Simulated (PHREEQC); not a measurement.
**Ultrapure water in contact with air or piping: speciation**

Model water analysis in mmol/kgw, 25 °C, pH 6.73, pe 3:

| constituent | mmol/kgw |
|---|---|
| Na | 0.0358 |
| K | 0.000926 |
| Ca | 0.0224 |
| Mg | 0.000316 |
| Cl | 0.0336 |
| S(6) | 0.0138 |
| Alkalinity (meq/kgw) | 0.0246 |
| Zn | 0.00023 |
| Li | 0.00198 |
| Ba | 0.00216 |
| B | 0.0012 |

Valence states are taken as typed.

Computed with PHREEQC (ion-association model, wateq4f.dat).

```json
{
  "ionic_strength": "0.000126 mol/kgw",
  "charge_balance_error": "1.8 %"
}
```

```json
[
 {"species": "Na+", "molality": "3.58e-5", "activity": "3.53e-5", "log γ": "-0.006"},
 {"species": "Cl-", "molality": "3.36e-5", "activity": "3.32e-5", "log γ": "-0.006"},
 {"species": "HCO3-", "molality": "2.47e-5", "activity": "2.44e-5", "log γ": "-0.006"},
 {"species": "Ca+2", "molality": "2.23e-5", "activity": "2.12e-5", "log γ": "-0.022"},
 {"species": "SO4-2", "molality": "1.37e-5", "activity": "1.30e-5", "log γ": "-0.023"},
 {"species": "CO2", "molality": "1.02e-5", "activity": "1.02e-5", "log γ": "0.000"},
 {"species": "Ba+2", "molality": "2.15e-6", "activity": "2.04e-6", "log γ": "-0.022"}
]
```

This is a speciation only: nothing precipitates in the calculation. Complexes and solids missing from the database can't appear.
